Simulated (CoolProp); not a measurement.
The numbers come from the reference Helmholtz-energy equation of state, Akasaka 2023 in CoolProp.

Question: For R1336mzz(E), give the phase and the Z, cp (kJ/(kg K)), speed of sound (m/s), isothermal compressibility (1/MPa) at 410 K and 44.8 bar; 410 K and 52.9 bar.

Answer: 
- 410 K and 44.8 bar: supercritical; Z 0.256, cp 1.68, speed of sound 158, isothermal compressibility 0.0825
- 410 K and 52.9 bar: supercritical; Z 0.287, cp 1.52, speed of sound 187, isothermal compressibility 0.0514
